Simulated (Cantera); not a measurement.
# N2O furnace oxynitridation

An isothermal, constant-pressure homogeneous reactor starts with N2O : H2 : N2 = 1 : 0.013 : 5.2 (molar parts), at 1525 K and 1.70 bar.

Detailed kinetics in Cantera: GRI-Mech 3.0 (53 species, 325 reactions). GRI-Mech 3.0 was tuned for natural gas; its chemistry of N2O as a main component is partial and can be far from experiment. The temperature is held fixed by assumption; the heat of reaction is taken as removed at once.

```tsv
t (s)	x N2O	x H2	x H2O	x HO2	x O	x H2O2
0.000100	0.158	0.000892	0.00111	5.62e-6	6.46e-5	3.80e-8
0.000314	0.153	0.000125	0.00191	3.59e-6	7.30e-5	1.67e-8
0.000988	0.140	2.38e-6	0.00204	1.59e-6	7.31e-5	7.74e-9
0.00311	0.108	4.20e-7	0.00201	7.69e-7	6.58e-5	6.80e-9
0.00977	0.0518	3.38e-7	0.00196	3.58e-7	4.70e-5	5.04e-9
0.0307	0.00880	1.36e-7	0.00193	1.41e-7	1.54e-5	1.84e-9
0.0965	0.000124	2.05e-8	0.00193	2.07e-8	1.50e-6	2.06e-10
0.304	3.18e-7	1.60e-8	0.00193	1.44e-8	1.07e-6	1.48e-10
0.954	3.17e-7	1.60e-8	0.00193	1.44e-8	1.07e-6	1.48e-10
3.00	3.16e-7	1.60e-8	0.00193	1.44e-8	1.07e-6	1.49e-10
```
x: mole fraction; the columns are a selection and need not sum to one.

Equilibrium at this temperature and pressure: N2O 7.62e-8, H2 1.45e-8, H2O 0.00193, HO2 1.66e-8, O 1.18e-6, H2O2 1.63e-10 (gas phase only).
